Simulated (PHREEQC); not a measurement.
**Reverse-osmosis permeate: speciation**

Model water analysis in mmol/kgw, 25 °C, pH 6.36, pe 9.1: Na 0.392; K 0.117; Ca 0.109; Mg 0.0545; Cl 0.125; S(6) 0.177; Alkalinity (meq/kgw) 0.341; Cd 0.0035.

Valence states are taken as typed.

Equilibrium calculation in PHREEQC: ion-association model, wateq4f.dat.

Precipitation was switched off in this run.

Question: Predict the charge-balance error.

Answer: charge-balance error 1.4 %.

Question: In which forms is Ca present?

Answer: Ca+2 97 %, CaSO4 2.5 % of the Ca.

Complexes and solids missing from the database can't appear.
